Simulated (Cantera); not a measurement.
Cantera run:

```python
import numpy as np
import cantera as ct

gas_names = """
    H HO2 H2 H2O H2O2 O OH O2 O3 Si SiH SiH2 SiH3 SiH4 SiO SiO2 Si2 Si3
""".split()
cond_names = """
    H2O(s) H2O(L) Si(cr) Si(L) SiO2(Lqz) SiO2(hqz) SiO2(L)
""".split()


# ... load() reads the species with a 1 bar reference pressure and builds the phases ...
atoms = {
    'Si': {'Si': 1},
    'H2O': {'H': 2, 'O': 1},
    'H2': {'H': 2},
}
top_T = {}  # K; cautious upper limits of use, not melting points


# ... equilibrate(T, P, feed) seeds the gas with the atoms and calls Mixture.equilibrate('TP', solver="vcs", rtol=1e-11, max_steps=5000) ...
results = []
feed = {'Si': 1, 'H2O': 0.45, 'H2': 3.1}  # mol
P = 110  # Pa
for T in [923, 1023, 1123, 1223, 1323, 1423, 1523, 1623, 1723, 1823, 1923, 2023, 2123, 2223]:
    mix = equilibrate(T, P, feed)
    results.append((T, P, feed, dict(zip(mix.species_names, mix.species_moles))))

top = {s: max(r[3][s] / sum(r[3][g] for g in gas_names) for r in results) for s in gas_names}
cols = sorted((s for s in top if top[s] > 1e-05), key=lambda s: -top[s])[:7]
seen = [c for c in cond_names if any(r[3].get(c, 0) > 1e-12 for r in results)]
print("log10 of partial pressures in bar; condensed amounts in mol")
print(f"{'T/K':>10s}" + "".join(f"{s[:9]:>10s}" for s in cols + seen))
for T, P, feed, n in results:
    ng = sum(n[g] for g in gas_names)
    print(f"{T:10.4g}" + "".join(f"{np.log10(max(n[s] / ng * P / 1e5, 1e-99)):10.3f}" for s in cols)
          + "".join(f"{n.get(c, 0):10.4g}" for c in seen))
```

Output:

```
log10 of partial pressures in bar; condensed amounts in mol
       T/K        H2         H       SiO        Si       SiH       Si2       Si3    Si(cr)     Si(L) SiO2(hqz)
       923    -2.959   -11.091   -10.799   -17.703   -17.008   -23.541   -25.182     0.775         0     0.225
      1023    -2.959    -9.862    -8.876   -15.225   -14.952   -20.310   -21.712     0.775         0     0.225
      1123    -2.959    -8.850    -7.301   -13.191   -13.266   -17.659   -18.869    0.7749         0    0.2249
      1223    -2.959    -8.001    -5.988   -11.492   -11.858   -15.445   -16.499    0.7733         0    0.2233
      1323    -2.964    -7.282    -4.879   -10.052   -10.669   -13.570   -14.493    0.7534         0    0.2034
      1423    -3.008    -6.682    -3.928    -8.816    -9.668   -11.961   -12.776    0.5619         0   0.01189
      1523    -3.011    -6.142    -3.908    -7.744    -8.784   -10.567   -11.289    0.5499         0         0
      1623    -3.011    -5.666    -3.908    -6.806    -8.009    -9.348    -9.990    0.5494         0         0
      1723    -3.013    -5.246    -3.909    -6.007    -7.356    -8.332    -8.936         0    0.5461         0
      1823    -3.018    -4.872    -3.912    -5.355    -6.835    -7.544    -8.172         0    0.5328         0
      1923    -3.030    -4.541    -3.920    -4.770    -6.373    -6.839    -7.491         0    0.4832         0
      2023    -3.060    -4.251    -3.943    -4.245    -5.967    -6.206    -6.879         0    0.3144         0
      2123    -3.113    -4.002    -3.982    -3.912    -5.755    -5.918    -6.755         0         0         0
      2223    -3.151    -3.769    -3.998    -3.920    -5.868    -6.278    -7.574         0         0         0
```

Cantera equilibrium calculation (NASA polynomials, part measured and part estimated; ideal gas, pure solids and liquids). Mutual solubility and eutectic melting of coexisting phases are not modelled. The tables hold silica as quartz up to 1696 K and as liquid above; real silica turns to tridymite and cristobalite and melts near 1996 K. Gases not in the tables: Si2H6 and higher silanes.
